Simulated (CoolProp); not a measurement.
Normal hydrogen along the isotherm 28.5 K: fugacity coefficient from the reference equation and from simpler models built on Tc = 33.1 K, pc = 1296 kPa, ω = -0.219; each cubic takes its own stable root.

The numbers come from the reference Helmholtz-energy equation of state, Leachman 2009 in CoolProp.

| p (kPa) | phase | reference |
|---|---|---|
| 997 | liquid | 0.5096 |
| 1990 | liquid | 0.2929 |
| 2990 | liquid | 0.2227 |
| 3990 | liquid | 0.1899 |
| 4990 | liquid | 0.1722 |
| 5980 | liquid | 0.1623 |
| 6980 | liquid | 0.1570 |
| 7980 | liquid | 0.1547 |
| 8970 | liquid | 0.1546 |
| 9970 | liquid | 0.1562 |
| 11000 | liquid | 0.1593 |
| 12000 | liquid | 0.1636 |
| 13000 | liquid | 0.1689 |

**Question.** How far does each simpler model (van der Waals, Soave-Redlich-Kwong, Peng-Robinson) lie from the reference over these 13 states: mean and median of the absolute difference, and the worst?

**Answer.** 
- van der Waals: mean 34.8 %, median 34.3 %, worst +60.0 % at 28.5 K and 13000 kPa
- Soave-Redlich-Kwong: mean 2.3 %, median 1.7 %, worst -5.6 % at 28.5 K and 13000 kPa
- Peng-Robinson: mean 10.8 %, median 11.1 %, worst -20.1 % at 28.5 K and 13000 kPa
